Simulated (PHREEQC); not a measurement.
Consider water at 25 °C with 0.004 mol/kgw HF, 0.0087 mol/kgw H2SiF6, 0.0059 mol/kgw H3BO3 and 7.4e-05 mol/kgw HNO3. Closed to the air; pH follows from the charge balance.

Computed with PHREEQC (ion-association model, phreeqc.dat).

| quantity | before | after |
|---|---|---|
| pH | 1.83 | 1.82 |
| ionic strength (mol/kgw) | 0.0239 | 0.0254 |
| HF (mol/kgw) | 0.00392 | 0.00501 |
| H3BO3 (mol/kgw) | 0.00327 | 0.000193 |
| BF4- (mol/kgw) | 0.00234 | 0.000364 |
| BF3OH- (mol/kgw) | 0.000218 | 2.65e-5 |

### Question
Name the change that produced these shifts.
A. HNO3 from 7.4e-05 to 7.4e-06 mol/kgw
B. temperature from 25 to 75 °C
C. diluted 2-fold with water
D. H3BO3 from 0.0059 to 0.00059 mol/kgw
E. diluted 5-fold with water

### Answer
D, H3BO3 from 0.0059 to 0.00059 mol/kgw

No solid was allowed to form. Some of these states are supersaturated (in Quartz (slow to form), Chalcedony (slow to form), for instance). SiF6-2 is the database's only silicon fluoride. Real BF4- forms and hydrolyses slowly; the run takes it at equilibrium.
